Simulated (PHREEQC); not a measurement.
A made-up water analysis in mg/kgw, 25 °C, pH 6.29, pe 10.8:

```csv
constituent,mg/kgw
Na,0.0175
K,0.00205
Ca,0.00931
Mg,0.000223
Cl,0.0365
S(6) as SO4,0.00987
Alkalinity as HCO3,0.00594
Ni,0.000442
Cu(2),4.25e-05
F,4.5e-05
O(0) (dissolved oxygen),0.000113
```

Valence states are taken as typed.

The numbers come from PHREEQC with the ion-association model, wateq4f.dat.

This is a speciation only: nothing precipitates in the calculation.

Question: Order these Cu species by the share of Cu that they hold, largest first: Cu(OH)2, Cu+2, CuOH+.

Answer: Cu+2 (91 %), Cu(OH)2 (7.2 %), CuOH+ (1.8 %)

The ionic strength is 2.19e-6 mol/kgw.
